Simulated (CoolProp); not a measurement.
Isobutane along the isobar 3790 kPa: fugacity coefficient from the reference equation and from simpler models built on Tc = 134.7 °C, pc = 3629 kPa, ω = 0.184; each cubic takes its own stable root.

Computed with CoolProp (reference Helmholtz-energy equation of state, Bücker 2006).

```json
[
 {"T (°C)": "89.15", "phase": "liquid", "reference": "0.3640", "van der Waals": "0.4909", "Redlich-Kwong": "0.4013", "Soave-Redlich-Kwong": "0.3733", "Peng-Robinson": "0.3596"},
 {"T (°C)": "100.35", "phase": "liquid", "reference": "0.4288", "van der Waals": "0.5376", "Redlich-Kwong": "0.4618", "Soave-Redlich-Kwong": "0.4389", "Peng-Robinson": "0.4228"},
 {"T (°C)": "111.65", "phase": "liquid", "reference": "0.4977", "van der Waals": "0.5845", "Redlich-Kwong": "0.5239", "Soave-Redlich-Kwong": "0.5079", "Peng-Robinson": "0.4893"},
 {"T (°C)": "122.85", "phase": "liquid", "reference": "0.5679", "van der Waals": "0.6298", "Redlich-Kwong": "0.5848", "Soave-Redlich-Kwong": "0.5766", "Peng-Robinson": "0.5558"},
 {"T (°C)": "134.15", "phase": "liquid", "reference": "0.6374", "van der Waals": "0.6729", "Redlich-Kwong": "0.6425", "Soave-Redlich-Kwong": "0.6422", "Peng-Robinson": "0.6194"},
 {"T (°C)": "145.45", "phase": "supercritical", "reference": "0.6830", "van der Waals": "0.7049", "Redlich-Kwong": "0.6816", "Soave-Redlich-Kwong": "0.6852", "Peng-Robinson": "0.6613"},
 {"T (°C)": "156.65", "phase": "supercritical", "reference": "0.7130", "van der Waals": "0.7268", "Redlich-Kwong": "0.7085", "Soave-Redlich-Kwong": "0.7148", "Peng-Robinson": "0.6904"},
 {"T (°C)": "167.95", "phase": "supercritical", "reference": "0.7385", "van der Waals": "0.7459", "Redlich-Kwong": "0.7316", "Soave-Redlich-Kwong": "0.7404", "Peng-Robinson": "0.7157"},
 {"T (°C)": "179.25", "phase": "supercritical", "reference": "0.7607", "van der Waals": "0.7627", "Redlich-Kwong": "0.7520", "Soave-Redlich-Kwong": "0.7629", "Peng-Robinson": "0.7381"},
 {"T (°C)": "190.45", "phase": "supercritical", "reference": "0.7802", "van der Waals": "0.7778", "Redlich-Kwong": "0.7701", "Soave-Redlich-Kwong": "0.7828", "Peng-Robinson": "0.7581"},
 {"T (°C)": "201.75", "phase": "supercritical", "reference": "0.7979", "van der Waals": "0.7916", "Redlich-Kwong": "0.7866", "Soave-Redlich-Kwong": "0.8010", "Peng-Robinson": "0.7763"},
 {"T (°C)": "213.05", "phase": "supercritical", "reference": "0.8138", "van der Waals": "0.8042", "Redlich-Kwong": "0.8016", "Soave-Redlich-Kwong": "0.8175", "Peng-Robinson": "0.7929"}
]
```
